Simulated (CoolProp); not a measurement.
Model: reference Helmholtz-energy equation of state, Lemmon 2006, in CoolProp. It is a short technical equation, of lower accuracy than the large ones.

Give the vapour pressure (bar), liquid density (kg/m³), enthalpy of vaporisation (kJ/kg), vapour Z of saturated C2F6 (R116) at 239.1, 272.7 K.


```csv
T (K),p (bar),liquid density (kg/m³),enthalpy of vaporisation (kJ/kg),vapour Z
239.1,6.66,1380,93.8,0.830
272.7,18.2,1140,64.1,0.637
```
